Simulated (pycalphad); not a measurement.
Source of the numbers: pycalphad with the COST 507 light-alloy database (1999); pressure 1 atm. No gas phase is included, though pure Mg would boil below 1377 °C. The data set is of 1999 and partly superseded. The system is extrapolated from its subsystems; higher-order compounds may be missing. Kinetics are ignored, which matters at the lower temperatures.

Molar enthalpy of Al-1.89Si-3.36Mg-1.07Cu (at.%) in equilibrium (SER reference):

```csv
T (°C),H (kJ/mol),phases
1377,51.23,LIQUID
1297,48.70,LIQUID
1217,46.17,LIQUID
1137,43.63,LIQUID
1057,41.10,LIQUID
977,38.57,LIQUID
897,36.04,LIQUID
817,33.51,LIQUID
737,30.98,LIQUID
697,29.72,LIQUID
657,28.45,LIQUID
577,18.24,FCC_A1 + LIQUID + MG2SI
497,12.03,FCC_A1 + MG2SI
457,10.71,FCC_A1 + MG2SI
417,9.34,FCC_A1 + MG2SI + ALCU_THETA
337,6.76,FCC_A1 + MG2SI + ALCU_THETA + DIAMOND_A4
257,4.43,FCC_A1 + MG2SI + ALCU_THETA + DIAMOND_A4
177,2.25,FCC_A1 + MG2SI + ALCU_THETA + DIAMOND_A4
97,0.17,FCC_A1 + MG2SI + ALCU_THETA + DIAMOND_A4
```

Cooling from 657 °C to 497 °C, across the freezing range, releases 16.4 kJ/mol, or 601 J/g. The slope is 32 J/(mol K) in the liquid and 33 J/(mol K) just below the solidus, where it includes any heat of precipitation. Liquidus 628 °C, solidus 536 °C. Changes were sought between steps of 40 K, so a narrower field can be missed.

Database names, with the compositions (at.%) that they take in these runs: MG2SI: Mg 67 Si 33; ALCU_THETA: Al 67 Cu 33. FCC_A1 is fcc; DIAMOND_A4 is diamond (Si).
